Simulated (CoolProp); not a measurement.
The fluoroketone C6F12O (FK-5-1-12) at 485.78 K and 3.84 MPa is throttled through a valve to 0.998 MPa with no heat exchange. Each further row changes one setting.

Values from CoolProp's reference Helmholtz-energy equation of state, McLinden 2015.

```json
[
 {"case": "as stated", "temperature change (K)": "-30.8", "final density (kg/m³)": "103"},
 {"case": "outlet pressure 0.299 MPa", "temperature change (K)": "-37.1", "final density (kg/m³)": "26.8"},
 {"case": "outlet pressure 1.3 MPa", "temperature change (K)": "-27.7", "final density (kg/m³)": "143"}
]
```
